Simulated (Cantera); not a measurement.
What does this Cantera script print?

```python
import numpy as np
import cantera as ct

gas = ct.Solution("gri30.yaml")
gas.TPX = 625, 35000, {'CH4': 1, 'C2H6': 0.34, 'O2': 2.66, 'N2': 10}
flame = ct.FreeFlame(gas, width=0.083)
flame.set_refine_criteria(ratio=3, slope=0.08, curve=0.16)
flame.transport_model = "mixture-averaged"
flame.solve(loglevel=0, auto=True)
z, T = flame.grid, flame.T
thick = (T[-1] - T[0]) / np.gradient(T, z).max()
show = ['CH4', 'C2H6', 'O2', 'OH', 'O', 'HCN']
print(f"laminar burning velocity  {flame.velocity[0] * 100:.3f} cm/s")
print(f"burnt temperature         {T[-1]:.1f} K")
print(f"thermal thickness         {thick * 1e3:.4f} mm")
print(f"grid points               {len(z)}")
z0 = z[flame.heat_release_rate.argmax()]
print(f"{'z/mm':>9s}{'T/K':>9s}{'u/(m/s)':>9s}" + "".join(f"{s:>11s}" for s in show))
rows = []
for k in (-3, -2, -1.5, -1, -0.5, -0.25, 0, 0.25, 0.5, 1, 2, 4, 8):
    zz = z0 + k * thick
    rows.append([k * thick, np.interp(zz, z, T), np.interp(zz, z, flame.velocity),
                 *(np.interp(zz, z, flame.X[gas.species_index(s)]) for s in show)])
    print(f"{rows[-1][0] * 1e3:9.3f}{rows[-1][1]:9.1f}{rows[-1][2]:9.3f}" + "".join(f"{x:11.3e}" for x in rows[-1][3:]))
```

Result:

```
laminar burning velocity  163.528 cm/s
burnt temperature         2344.3 K
thermal thickness         0.7851 mm
grid points               160
     z/mm      T/K  u/(m/s)        CH4       C2H6         O2         OH          O        HCN
   -2.355    625.1    1.638  7.129e-02  2.425e-02  1.897e-01  9.668e-12  2.058e-12  9.410e-11
   -1.570    626.7    1.647  7.097e-02  2.417e-02  1.890e-01  1.046e-09  2.481e-10  1.560e-09
   -1.178    633.6    1.672  7.034e-02  2.404e-02  1.878e-01  2.803e-08  5.138e-09  1.058e-08
   -0.785    688.6    1.835  6.738e-02  2.340e-02  1.825e-01  1.582e-06  1.646e-07  1.319e-07
   -0.393   1076.3    2.943  5.003e-02  1.680e-02  1.485e-01  5.163e-05  1.251e-05  1.952e-06
   -0.196   1483.1    4.139  2.928e-02  6.326e-03  1.052e-01  4.722e-04  1.431e-04  5.501e-06
    0.000   1850.9    5.246  8.575e-03  3.669e-04  5.685e-02  2.537e-03  8.608e-04  1.181e-05
    0.196   2019.9    5.745  1.050e-03  2.291e-06  2.722e-02  6.160e-03  2.273e-03  1.335e-05
    0.393   2061.9    5.854  7.141e-05  5.065e-09  1.510e-02  8.559e-03  3.319e-03  8.178e-06
    0.785   2083.5    5.889  2.681e-07  8.807e-14  9.131e-03  9.599e-03  3.669e-03  1.965e-06
    1.570   2104.8    5.930  6.210e-11  1.037e-19  7.565e-03  9.542e-03  3.427e-03  1.475e-07
    3.140   2134.0    5.998  3.383e-15  5.353e-25  6.713e-03  9.237e-03  3.000e-03  2.815e-09
    6.281   2176.2    6.098  8.197e-16  1.220e-28  5.609e-03  8.655e-03  2.392e-03  1.480e-11
```

Cantera simulation using GRI-Mech 3.0 (53 species, 325 reactions); the numbers are that mechanism's predictions, not measurements. Burning velocities carry a grid error of a few per cent, more on coarse grids.
